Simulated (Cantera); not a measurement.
A jet of H2 : O2 : N2 = 0.021 : 0.11 : 0.79 (molar parts), equivalence ratio 0.095 at 300 K and 0.280 bar hits a platinum plate 6.3 cm away at a mass flux of 0.19 kg/m²/s; the plate temperature is set and raised in steps from an oxygen-covered start.

Cantera simulation using Deutschmann's 1995 Pt surface mechanism with GRI-Mech 3.0 gas chemistry; the numbers are that mechanism's predictions, not measurements. Catalytic surfaces can have several steady states; this one follows from the mechanism file's or the stated starting coverage.

x: mole fraction at the wall; θ: surface coverage.

| plate T (K) | wall x H2 | wall x O2 | wall x H2O | wall x OH | θ free Pt | θ O* | θ OH* |
|---|---|---|---|---|---|---|---|
| 500 | 0.00194 | 0.0966 | 0.0416 | <1e-8 | 0.0294 | 0.947 | 0.0232 |
| 550 | 0.00193 | 0.0967 | 0.0413 | <1e-8 | 0.0310 | 0.956 | 0.0133 |
| 600 | 0.00192 | 0.0968 | 0.0410 | <1e-8 | 0.0326 | 0.959 | … |
| 650 | 0.00191 | 0.0969 | 0.0407 | <1e-8 | 0.0343 | 0.960 | 0.00553 |
| 700 | 0.00182 | 0.0968 | 0.0407 | <1e-8 | 0.0376 | 0.958 | 0.00399 |
| 750 | 0.00152 | 0.0966 | 0.0410 | <1e-8 | 0.0472 | 0.950 | 0.00324 |
| 800 | … | 0.0962 | 0.0417 | <1e-8 | … | 0.927 | 0.00295 |
| 850 | 0.000748 | 0.0958 | 0.0422 | <1e-8 | 0.107 | 0.890 | 0.00279 |

Q: Some entries are withheld; supply them.

A: 
- 600, θ OH*: 0.00828
- 800, wall x H2: 0.00109
- 800, θ free Pt: 0.0698
